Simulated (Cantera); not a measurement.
An isothermal, constant-pressure homogeneous reactor starts with NO : N2 = 1 : 1.4 (molar parts), at 1898 K and 9.00 Torr. Integrator tolerance rtol = 1e-08.

Cantera simulation using GRI-Mech 3.0 (53 species, 325 reactions); the numbers are that mechanism's predictions, not measurements. Radical loss at walls, strong at low pressure, is not modelled.

**Question.** What does this change do: temperature 1898 to 1550 K?

**Answer.** 
```tsv
quantity	before	after
x(NO) at 60.0 s	0.138 (gas-phase equilibrium 0.00565)	0.412 (gas-phase equilibrium 0.00155)
x(N2O) at 60.0 s	4.75e-6 (gas-phase equilibrium 3.52e-8)	5.41e-5 (gas-phase equilibrium 1.03e-8)
x(O) at 60.0 s	0.00102 (gas-phase equilibrium 0.00122)	6.54e-6 (gas-phase equilibrium 3.28e-5)
x(N2) at 60.0 s	0.722 (gas-phase equilibrium 0.788)	0.586 (gas-phase equilibrium 0.791)
x(NO2) at 60.0 s	2.50e-5 (gas-phase equilibrium 1.26e-6)	2.39e-5 (gas-phase equilibrium 7.79e-7)
```

**Question.** What does this change do: pressure from 9.00 Torr to 1.01 bar?

**Answer.** 
```csv
quantity,before,after
x(NO) at 60.0 s,0.138 (gas-phase equilibrium 0.00565),0.00573 (gas-phase equilibrium 0.00566)
x(N2O) at 60.0 s,4.75e-6 (gas-phase equilibrium 3.52e-8),3.24e-7 (gas-phase equilibrium 3.24e-7)
x(O) at 60.0 s,0.00102 (gas-phase equilibrium 0.00122),0.000133 (gas-phase equilibrium 0.000133)
x(N2) at 60.0 s,0.722 (gas-phase equilibrium 0.788),0.789 (gas-phase equilibrium 0.789)
x(NO2) at 60.0 s,2.50e-5 (gas-phase equilibrium 1.26e-6),1.18e-5 (gas-phase equilibrium 1.16e-5)
```
